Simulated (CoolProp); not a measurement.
Vapour-liquid equilibrium of n-butane (1) + acetone (2) at 0.086 MPa; x and y are mole fractions of (1).

The numbers come from the multi-fluid Helmholtz-energy mixture model, Bücker 2006 and Lemmon 2006; pair parameters Bell 2016 in CoolProp.

| x | bubble temperature, mixture model (°C) | bubble temperature, Raoult's law (°C) | y, mixture model | y, Raoult's law |
|---|---|---|---|---|
| 0.05 | 29.4 | 44.8 | 0.581 | 0.251 |
| 0.125 | 11.9 | 36.5 | 0.817 | 0.498 |
| 0.2 | [?] | 29.6 | 0.881 | 0.652 |
| 0.275 | 0.4 | 23.9 | 0.905 | 0.753 |
| 0.35 | -1.2 | 19.1 | 0.915 | 0.821 |
| 0.425 | -1.9 | 15.0 | 0.919 | 0.869 |
| 0.5 | -2.1 | 11.3 | 0.921 | 0.904 |
| 0.575 | -2.2 | 8.2 | [?] | 0.930 |
| 0.65 | -2.4 | 5.3 | 0.923 | 0.950 |
| 0.725 | [?] | 2.8 | 0.926 | 0.966 |
| 0.8 | -3.0 | 0.5 | 0.932 | 0.978 |
| 0.875 | -3.6 | -1.6 | 0.946 | 0.988 |
| 0.95 | -4.3 | -3.5 | 0.971 | 0.996 |

What belongs in the gaps?


- 0.2, bubble temperature, mixture model (°C): 4.1
- 0.575, y, mixture model: 0.922
- 0.725, bubble temperature, mixture model (°C): -2.6

The largest gap from Raoult's law is -25.5 K in bubble temperature, at x = 0.2. No azeotrope shows between x = 0.05 and 0.95.

The pair parameters rest on a limited set of measurements; away from them the model extrapolates. With so large a gap from Raoult's law the liquid may split in two, which this calculation doesn't test in full.
